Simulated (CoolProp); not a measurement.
Vapour-liquid equilibrium of R125 (1) + R115 (2) at 0.683 MPa; x and y are mole fractions of (1).

Model: multi-fluid Helmholtz-energy mixture model, Lemmon 2005 and Lemmon 2016; pair parameters Bell 2016, in CoolProp.

| x | bubble temperature (K) | y at the bubble point | dew temperature at overall composition x (K) | liquid density (mol/L) |
|---|---|---|---|---|
| 0.05 | 285.6 | 0.098 | (withheld) | 8.754 |
| 0.15 | 282.0 | 0.252 | 284.3 | (withheld) |
| 0.25 | 279.3 | 0.371 | 282.0 | 9.165 |
| 0.35 | 277.4 | (withheld) | 279.8 | 9.366 |
| 0.45 | 275.9 | 0.548 | 277.7 | 9.573 |
| 0.55 | 274.8 | 0.623 | 275.9 | 9.792 |
| 0.65 | 274.1 | 0.696 | 274.5 | (withheld) |
| 0.75 | 273.6 | 0.770 | 273.7 | 10.27 |
| 0.85 | 273.4 | 0.852 | 273.4 | (withheld) |
| 0.95 | 273.5 | 0.946 | 273.5 | 10.83 |

Question: Some entries are withheld; supply them.

Answer: 
- 0.05, dew temperature at overall composition x (K): 286.7
- 0.15, liquid density (mol/L): 8.964
- 0.35, y at the bubble point: 0.466
- 0.65, liquid density (mol/L): 10.02
- 0.85, liquid density (mol/L): 10.54

y crosses x between x = 0.85 and 0.95: the model has an azeotrope there.

The pair parameters rest on a limited set of measurements; away from them the model extrapolates.
